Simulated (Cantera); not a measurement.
What does this Cantera script print?

```python
import numpy as np
import cantera as ct

gas = ct.Solution("gri30.yaml")
gas.TPX = 1300, 100000, {'N2O': 1, 'H2': 0.0022, 'N2': 2}
reactor = ct.IdealGasConstPressureReactor(gas, energy="off", clone=False)
net = ct.ReactorNet([reactor])
net.rtol, net.atol = 1e-08, 1e-18
show = ['N2O', 'H2', 'H2O2', 'HO2', 'NO', 'H2O']
times = np.geomspace(6e-05, 2, 15)

steps = ct.SolutionArray(gas, extra=["t"])
rows = []
print(f"{'t/s':>10s}{'T/K':>9s}{'P/Pa':>11s}" + "".join(f"{s:>11s}" for s in show))
for t in times:
    while net.time < t:
        t_next = net.step()
        steps.append(gas.state, t=t_next)
    rows.append([np.interp(t, steps.t, y) for y in (steps.T, steps.P, *steps(*show).X.T)])
    print(f"{t:10.3e}{rows[-1][0]:9.1f}{rows[-1][1]:11.4g}" + "".join(f"{x:11.3e}" for x in rows[-1][2:]))
rate = np.gradient(steps.T, steps.t)
print("integrator steps:", len(steps.t))
if steps.T.max() > steps.T[0] + 200:
    print(f"time of steepest temperature rise: {steps.t[rate.argmax()]:.4e} s")
gas.TPX = 1300, 100000, {'N2O': 1, 'H2': 0.0022, 'N2': 2}
gas.equilibrate("TP")
print(f"equilibrium (TP): T = {gas.T:.1f} K  " + "  ".join(f"{s} {gas[s].X[0]:.3e}" for s in show))
```

It prints:

```
       t/s      T/K       P/Pa        N2O         H2       H2O2        HO2         NO        H2O
 6.000e-05   1300.0      1e+05  3.330e-01  7.291e-04  9.311e-11  1.499e-07  7.506e-06  1.719e-06
 1.262e-04   1300.0      1e+05  3.329e-01  7.194e-04  1.109e-09  7.097e-07  1.795e-05  8.895e-06
 2.656e-04   1300.0      1e+05  3.327e-01  6.856e-04  1.024e-08  2.312e-06  3.999e-05  3.844e-05
 5.589e-04   1300.0      1e+05  3.322e-01  5.892e-04  3.467e-08  3.923e-06  8.531e-05  1.309e-04
 1.176e-03   1300.0      1e+05  3.312e-01  4.090e-04  3.126e-08  3.511e-06  1.775e-04  3.112e-04
 2.474e-03   1300.0      1e+05  3.293e-01  2.043e-04  1.518e-08  2.249e-06  3.684e-04  5.181e-04
 5.206e-03   1300.0      1e+05  3.257e-01  6.511e-05  5.041e-09  1.064e-06  7.745e-04  6.592e-04
 1.095e-02   1300.0      1e+05  3.184e-01  1.100e-05  1.763e-09  4.146e-07  1.638e-03  7.131e-04
 2.305e-02   1300.0      1e+05  3.040e-01  5.017e-07  1.199e-09  1.893e-07  3.385e-03  7.196e-04
 4.850e-02   1300.0      1e+05  2.763e-01  9.328e-09  1.174e-09  1.032e-07  6.680e-03  7.114e-04
 1.020e-01   1300.0      1e+05  2.280e-01  7.362e-09  1.105e-09  5.822e-08  1.224e-02  6.964e-04
 2.147e-01   1300.0      1e+05  1.573e-01  6.008e-09  9.270e-10  3.451e-08  1.983e-02  6.745e-04
 4.518e-01   1300.0      1e+05  8.008e-02  4.138e-09  6.300e-10  2.106e-08  2.686e-02  6.509e-04
 9.505e-01   1300.0      1e+05  2.530e-02  1.936e-09  2.823e-10  1.181e-08  3.015e-02  6.346e-04
 2.000e+00   1300.0      1e+05  3.523e-03  4.715e-10  5.948e-11  4.904e-09  3.056e-02  6.287e-04
integrator steps: 1765
equilibrium (TP): T = 1300.0 K  N2O 2.362e-08  H2 1.454e-10  H2O2 1.299e-11  HO2 2.217e-09  NO 3.416e-04  H2O 6.280e-04
```

Cantera simulation using GRI-Mech 3.0 (53 species, 325 reactions); the numbers are that mechanism's predictions, not measurements. GRI-Mech 3.0 was tuned for natural gas; its chemistry of N2O as a main component is partial and can be far from experiment. The mechanism lacks the step 2 NO + O2 → 2 NO2, which can matter for NO2 below about 1400 K. The temperature is held fixed by assumption; the heat of reaction is taken as removed at once.
